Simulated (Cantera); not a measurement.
A Cantera script and its output.

```python
import numpy as np
import cantera as ct

gas = ct.Solution("gri30.yaml")
gas.TPX = 1375, 100000, {'CH4': 1, 'H2': 3.1, 'H2O': 0.077}
reactor = ct.IdealGasConstPressureReactor(gas, energy="off", clone=False)
net = ct.ReactorNet([reactor])
net.rtol, net.atol = 1e-08, 1e-18
show = ['CH4', 'H2', 'C2H2', 'CH2', 'C2H4', 'C2H']
times = np.geomspace(0.0006, 40, 15)

steps = ct.SolutionArray(gas, extra=["t"])
rows = []
print(f"{'t/s':>10s}{'T/K':>9s}{'P/Pa':>11s}" + "".join(f"{s:>11s}" for s in show))
for t in times:
    while net.time < t:
        t_next = net.step()
        steps.append(gas.state, t=t_next)
    rows.append([np.interp(t, steps.t, y) for y in (steps.T, steps.P, *steps(*show).X.T)])
    print(f"{t:10.3e}{rows[-1][0]:9.1f}{rows[-1][1]:11.4g}" + "".join(f"{x:11.3e}" for x in rows[-1][2:]))
rate = np.gradient(steps.T, steps.t)
print("integrator steps:", len(steps.t))
if steps.T.max() > steps.T[0] + 200:
    print(f"time of steepest temperature rise: {steps.t[rate.argmax()]:.4e} s")
gas.TPX = 1375, 100000, {'CH4': 1, 'H2': 3.1, 'H2O': 0.077}
gas.equilibrate("TP")
print(f"equilibrium (TP): T = {gas.T:.1f} K  " + "  ".join(f"{s} {gas[s].X[0]:.3e}" for s in show))
```

Result:

```
       t/s      T/K       P/Pa        CH4         H2       C2H2        CH2       C2H4        C2H
 6.000e-04   1375.0      1e+05  2.394e-01  7.422e-01  9.805e-12  6.932e-12  2.217e-08  1.150e-20
 1.327e-03   1375.0      1e+05  2.394e-01  7.422e-01  2.842e-10  1.637e-11  1.998e-07  5.121e-19
 2.933e-03   1375.0      1e+05  2.394e-01  7.422e-01  5.368e-09  2.100e-11  1.334e-06  1.095e-17
 6.484e-03   1375.0      1e+05  2.393e-01  7.422e-01  6.991e-08  2.362e-11  6.809e-06  1.513e-16
 1.434e-02   1375.0      1e+05  2.393e-01  7.422e-01  7.231e-07  2.646e-11  2.802e-05  1.657e-15
 3.169e-02   1375.0      1e+05  2.391e-01  7.423e-01  5.731e-06  2.794e-11  8.793e-05  1.350e-14
 7.007e-02   1375.0      1e+05  2.388e-01  7.425e-01  3.344e-05  2.838e-11  2.120e-04  7.944e-14
 1.549e-01   1375.0      1e+05  2.380e-01  7.430e-01  1.479e-04  2.894e-11  4.273e-04  3.552e-13
 3.425e-01   1375.0      1e+05  2.363e-01  7.439e-01  4.990e-04  2.985e-11  7.776e-04  1.220e-12
 7.572e-01   1375.0      1e+05  2.329e-01  7.460e-01  1.302e-03  3.152e-11  1.408e-03  3.288e-12
 1.674e+00   1375.0      1e+05  2.266e-01  7.497e-01  2.800e-03  3.478e-11  2.566e-03  7.500e-12
 3.701e+00   1375.0      1e+05  2.173e-01  7.552e-01  4.966e-03  4.002e-11  4.264e-03  1.450e-11
 8.183e+00   1375.0      1e+05  2.097e-01  7.597e-01  6.734e-03  4.477e-11  5.670e-03  2.111e-11
 1.809e+01   1375.0      1e+05  2.078e-01  7.609e-01  7.172e-03  4.602e-11  6.022e-03  2.289e-11
 4.000e+01   1375.0      1e+05  2.076e-01  7.611e-01  7.170e-03  4.600e-11  6.021e-03  2.289e-11
integrator steps: 682
equilibrium (TP): T = 1375.0 K  CH4 1.892e-01  H2 7.830e-01  C2H2 5.475e-03  CH2 3.976e-11  C2H4 4.730e-03  C2H 1.724e-11
```

Detailed kinetics in Cantera: GRI-Mech 3.0 (53 species, 325 reactions). GRI-Mech 3.0 stops at C3 and has no aromatics, soot or wall deposition, so with more carbon than oxygen in the feed, carbon stays in small species such as C2H2 where larger ones or solid carbon would form.
